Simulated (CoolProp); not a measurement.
A Linde-Hampson liquefier for ethane: isothermal reversible compression at 320 K from 1 atm to 20 MPa, throttling to 1 atm, return gas leaving the recuperator 2 K below the feed. Each further row changes one setting.

Values from CoolProp's reference Helmholtz-energy equation of state, Bücker 2006.

```tsv
case	liquid yield per pass	compression work (kJ/kg of gas)
as stated	(withheld)	366
high pressure 40 MPa	(withheld)	(withheld)
warm-end temperature 350 K	(withheld)	429
warm-end gap 7 K	0.455	366
```

### Question
Fill in the missing entries.

### Answer

- as stated, liquid yield per pass: 0.462
- high pressure 40 MPa, liquid yield per pass: 0.458
- high pressure 40 MPa, compression work (kJ/kg of gas): 414
- warm-end temperature 350 K, liquid yield per pass: 0.377
